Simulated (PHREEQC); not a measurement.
# Copper plating or etch bath: speciation

Make-up at 5 °C: 0.035 mol Cu(NO3)2 and 0.036 mol FeCl3 per kg of water. Closed to the air; pH follows from the charge balance.

The numbers come from PHREEQC with the ion-association model, wateq4f.dat.

Precipitation was switched off in this run.

Problem. What pH, ionic strength does the model give?

Solution. pH 2.15; ionic strength 0.283 mol/kgw.

Problem. In which forms is Cl present?

Solution. Cl- 89 %, FeCl+2 7.3 %, FeCl2+ 3.2 %, CuCl+ 0.9 % of the Cl.

Examples of supersaturated solids here: Hematite (slow to form), Goethite (slow to form). Others may be too. Complexes and solids missing from the database can't appear. At this temperature some constants are extrapolated from 25 °C, and those without enthalpy data are left unchanged.
